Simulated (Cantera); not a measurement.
N2O furnace oxynitridation

An isothermal, constant-pressure homogeneous reactor starts with 91.6 % N2O, 8.42 % H2O, at 1100 K and 1.00 atm.

Cantera simulation using GRI-Mech 3.0 (53 species, 325 reactions); the numbers are that mechanism's predictions, not measurements. GRI-Mech 3.0 was tuned for natural gas; its chemistry of N2O as a main component is partial and can be far from experiment. The mechanism lacks the step 2 NO + O2 → 2 NO2, which can matter for NO2 below about 1400 K. The temperature is held fixed by assumption; the heat of reaction is taken as removed at once.

```csv
t (s),x N2O,x H2O,x HO2,x N2,x H2,x H2O2,x O
0.000900,0.916,0.0842,1.58e-6,8.07e-5,2.13e-9,1.41e-8,4.04e-7
0.00220,0.915,0.0842,3.05e-6,0.000200,8.88e-9,1.17e-7,4.03e-7
0.00538,0.915,0.0842,2.90e-6,0.000494,2.51e-8,1.63e-7,4.03e-7
0.0131,0.914,0.0842,2.39e-6,0.00122,4.83e-8,1.14e-7,4.01e-7
0.0321,0.911,0.0841,1.96e-6,0.00299,5.51e-8,8.44e-8,3.93e-7
0.0785,0.905,0.0839,1.52e-6,0.00726,3.64e-8,6.30e-8,3.77e-7
0.192,0.890,0.0835,1.03e-6,0.0174,2.12e-8,4.97e-8,3.54e-7
0.469,0.855,0.0825,6.10e-7,0.0410,1.37e-8,4.68e-8,3.27e-7
1.15,0.777,0.0803,3.24e-7,0.0926,9.92e-9,4.79e-8,2.99e-7
2.80,0.629,0.0760,1.59e-7,0.192,7.54e-9,4.51e-8,2.61e-7
6.85,0.403,0.0695,7.43e-8,0.344,5.48e-9,3.56e-8,2.03e-7
16.7,0.172,0.0628,3.39e-8,0.499,3.31e-9,2.10e-8,1.21e-7
40.9,0.0367,0.0589,1.36e-8,0.592,1.17e-9,6.80e-9,3.74e-8
100,0.00181,0.0579,4.65e-9,0.616,2.05e-10,6.60e-10,3.29e-9
```
x: mole fraction; the columns are a selection and need not sum to one.

Equilibrium at this temperature and pressure: N2O 6.30e-9, H2O 0.0578, HO2 4.11e-9, N2 0.628, H2 1.36e-10, H2O2 2.95e-10, O 1.40e-9 (gas phase only).
